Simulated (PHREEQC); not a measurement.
Solution (25 °C): 0.15 mol KOH, 1.9e-06 mol H4SiO4 and 0.01 mol H3BO3 per kg of water. Closed to the air; pH follows from the charge balance.

Model: ion-association model, phreeqc.dat, run in PHREEQC.

Q: The ionic strength comes out as 0.150 mol/kgw. What activity coefficients do K+, H2SiO4-2, OH-, H2BO3- get?

A: K+ 0.73, H2SiO4-2 0.34, OH- 0.73, H2BO3- 0.76.

Precipitation was switched off in this run. Species that the database lacks are ignored.
